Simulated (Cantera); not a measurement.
# Catalytic stagnation flow on Pt

A jet of H₂ : O₂ : N₂ = 0.011 : 0.11 : 0.79 (molar parts) at 300 K and 210 Torr hits a platinum plate 6.7 cm away at a mass flux of 0.039 kg/m²/s; the plate temperature is set and raised in steps from an oxygen-covered start.

Cantera simulation using Deutschmann's 1995 Pt surface mechanism with GRI-Mech 3.0 gas chemistry; the numbers are that mechanism's predictions, not measurements. Catalytic surfaces can have several steady states; this one follows from the mechanism file's or the stated starting coverage.

```json
[
 {"plate T (K)": "700", "wall x H₂": "0.000784", "wall x O₂": "0.109", "wall x H₂O": "0.0215", "wall x OH": "<1e-8", "θ free Pt": "0.0208", "θ O*": "0.977", "θ OH*": "0.00218"},
 {"plate T (K)": "750", "wall x H₂": "0.000504", "wall x O₂": "0.109", "wall x H₂O": "0.0219", "wall x OH": "<1e-8", "θ free Pt": "0.0343", "θ O*": "0.964", "θ OH*": "0.00203"},
 {"plate T (K)": "800", "wall x H₂": "0.000304", "wall x O₂": "0.108", "wall x H₂O": "0.0222", "wall x OH": "<1e-8", "θ free Pt": "0.0605", "θ O*": "0.937", "θ OH*": "0.00201"},
 {"plate T (K)": "850", "wall x H₂": "0.000191", "wall x O₂": "0.108", "wall x H₂O": "0.0223", "wall x OH": "<1e-8", "θ free Pt": "0.0990", "θ O*": "0.899", "θ OH*": "0.00196"},
 {"plate T (K)": "900", "wall x H₂": "0.000134", "wall x O₂": "0.108", "wall x H₂O": "0.0223", "wall x OH": "2.20e-8", "θ free Pt": "0.147", "θ O*": "0.851", "θ OH*": "0.00186"},
 {"plate T (K)": "950", "wall x H₂": "0.000101", "wall x O₂": "0.108", "wall x H₂O": "0.0223", "wall x OH": "5.93e-8", "θ free Pt": "0.202", "θ O*": "0.796", "θ OH*": "0.00172"},
 {"plate T (K)": "1000", "wall x H₂": "8.06e-5", "wall x O₂": "0.108", "wall x H₂O": "0.0223", "wall x OH": "1.48e-7", "θ free Pt": "0.262", "θ O*": "0.737", "θ OH*": "0.00156"},
 {"plate T (K)": "1050", "wall x H₂": "5.85e-5", "wall x O₂": "0.108", "wall x H₂O": "0.0221", "wall x OH": "4.06e-7", "θ free Pt": "0.323", "θ O*": "0.676", "θ OH*": "0.00140"}
]
```
x: mole fraction at the wall; θ: surface coverage.
